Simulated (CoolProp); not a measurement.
Vapour-liquid equilibrium of n-heptane (1) + ethylbenzene (2) at 0.0426 MPa; x and y are mole fractions of (1).

Model: multi-fluid Helmholtz-energy mixture model, Span 2003 and Zhou 2012; pair parameters Bell 2016, in CoolProp.

### Question
Give the bubble temperature and the first vapour's composition at x = 0.05, 0.2, 0.8. Is there an azeotrope?

### Answer
x = 0.05: 375.4 K, y = 0.172; x = 0.2: 365.9 K, y = 0.485; x = 0.8: 348.2 K, y = 0.917. No azeotrope shows between x = 0.05 and 0.95.

Pair parameters are fitted to limited data, so mixtures are less certain than the pure fluids.
